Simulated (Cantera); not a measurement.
Equilibrium for fluorocarbon and chlorocarbon gases: CH2F2 + HCl + H2

Input: 1 mol CH2F2, 0.061 mol HCl, 0.11 mol H2, equilibrated at 2.18 Torr.

Method: chemical equilibrium by Gibbs-energy minimisation in Cantera with the NASA 1993 tables (ideal gas, pure condensed phases). Candidate condensed phases: C, C6H6, C7H8, C8H18; 118 gas species. Rates play no part.

```json
[
 {"T (K)": "1973", "x HF": "0.918", "x H": "0.00553", "x F": "3.83e-5", "x H2": "0.0488", "x C3": "4.87e-9", "x HCl": "0.0258", "x Cl": "0.00219", "n C(graphite)": "1.000"},
 {"T (K)": "2073", "x HF": "0.914", "x H": "0.0106", "x F": "0.000113", "x H2": "0.0470", "x C3": "5.41e-8", "x HCl": "0.0239", "x Cl": "0.00398", "n C(graphite)": "1.000"},
 {"T (K)": "2173", "x HF": "0.909", "x H": "0.0188", "x F": "0.000305", "x H2": "0.0440", "x C3": "4.79e-7", "x HCl": "0.0211", "x Cl": "0.00659", "n C(graphite)": "1.000"},
 {"T (K)": "2273", "x HF": "0.901", "x H": "0.0309", "x F": "0.000773", "x H2": "0.0394", "x C3": "3.48e-6", "x HCl": "0.0175", "x Cl": "0.00996", "n C(graphite)": "0.999"},
 {"T (K)": "2373", "x HF": "0.890", "x H": "0.0472", "x F": "0.00187", "x H2": "0.0331", "x C3": "2.13e-5", "x HCl": "0.0135", "x Cl": "0.0137", "n C(graphite)": "0.999"},
 {"T (K)": "2473", "x HF": "0.876", "x H": "0.0665", "x F": "0.00439", "x H2": "0.0258", "x C3": "0.000112", "x HCl": "0.00950", "x Cl": "0.0173", "n C(graphite)": "0.997"},
 {"T (K)": "2573", "x HF": "0.856", "x H": "0.0876", "x F": "0.00999", "x H2": "0.0188", "x C3": "0.000516", "x HCl": "0.00620", "x Cl": "0.0202", "n C(graphite)": "0.993"},
 {"T (K)": "2673", "x HF": "0.824", "x H": "0.110", "x F": "0.0216", "x H2": "0.0134", "x C3": "0.00211", "x HCl": "0.00384", "x Cl": "0.0220", "n C(graphite)": "0.977"},
 {"T (K)": "2773", "x HF": "0.771", "x H": "0.137", "x F": "0.0425", "x H2": "0.00988", "x C3": "0.00778", "x HCl": "0.00235", "x Cl": "0.0226", "n C(graphite)": "0.923"},
 {"T (K)": "2873", "x HF": "0.682", "x H": "0.170", "x F": "0.0743", "x H2": "0.00761", "x C3": "0.0261", "x HCl": "0.00142", "x Cl": "0.0219", "n C(graphite)": "0.739"}
]
```
x: gas mole fraction; n: condensed amount in mol.

From 1973 K to 2873 K the condensed part is C(graphite). The main C-bearing gas is C2H2 (acetylene) at 1973 K and C3 at 2873 K.
